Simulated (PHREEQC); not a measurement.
Make-up at 75 °C: 0.0073 mol/kgw Al2(SO4)3, 0.0017 mol/kgw CuCl2, 0.0022 mol/kgw H2SO4 and 0.0013 mol/kgw NaCl. Closed to the air; pH follows from the charge balance.

Model: ion-association model, phreeqc.dat, run in PHREEQC.

This is a speciation only: nothing precipitates in the calculation.

Problem. Estimate the pH, ionic strength.

Solution. pH 2.76; ionic strength 0.0376 mol/kgw.

Problem. In which forms is Al present?

Solution. AlSO4+ 75 %, Al+3 14 %, Al(SO4)2- 9.8 %, AlOH+2 0.8 % of the Al.

Species that the database lacks are ignored. At this temperature some constants are extrapolated from 25 °C, and those without enthalpy data are left unchanged.
